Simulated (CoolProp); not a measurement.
The numbers come from the reference Helmholtz-energy equation of state, Schroeder 2014 in CoolProp.

Question: For ethanol, give the phase and the cv (kJ/(kg K)), speed of sound (m/s) at 294.35 °C and 0.402 MPa; 294.35 °C and 1.93 MPa; 294.35 °C and 15.7 MPa.

Answer: 
- 294.35 °C and 0.402 MPa: gas; cv 2.11, speed of sound 331
- 294.35 °C and 1.93 MPa: gas; cv 2.21, speed of sound 319
- 294.35 °C and 15.7 MPa: supercritical; cv 3.15, speed of sound 306
